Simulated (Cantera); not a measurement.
# Low-pressure radical oxidation in H2/O2

A perfectly stirred reactor is fed with 13.6 % H2, 84.9 % O2, 1.53 % H2O, equivalence ratio 0.080, at 11.3 Torr; it is held at 1325 K, and followed from long to short residence time.

Model: the H2/O2 subset of GRI-Mech 3.0, which has no nitrogen chemistry, integrated in Cantera. Radical loss at walls, strong at low pressure, is not modelled. The temperature is held fixed by assumption; the heat of reaction is taken as removed at once.

```
τ (s)        x H2   x O2      x O   x H2O2       x H
-------  --------  -----  -------  -------  --------
3.2      0.000202  0.835  0.00169  8.81e-8  0.000138
1.3      0.000362  0.834  0.00306  1.16e-7  0.000338
0.52     0.000647  0.831  0.00556  1.49e-7  0.000829
0.21      0.00113  0.826  0.00986  1.83e-7   0.00196
0.086     0.00192  0.818   0.0168  2.14e-7   0.00440
0.035     0.00310  0.806   0.0272  2.36e-7   0.00914
0.014     0.00475  0.791   0.0401  2.46e-7    0.0167
0.0058    0.00679  0.777   0.0509  2.51e-7    0.0246
0.0024    0.00992  0.770   0.0559  2.65e-7    0.0308
0.00096    0.0163  0.770   0.0539  2.95e-7    0.0342
0.00039    0.0295  0.779   0.0454  3.32e-7    0.0338
```
x: mole fraction; the columns are a selection and need not sum to one.
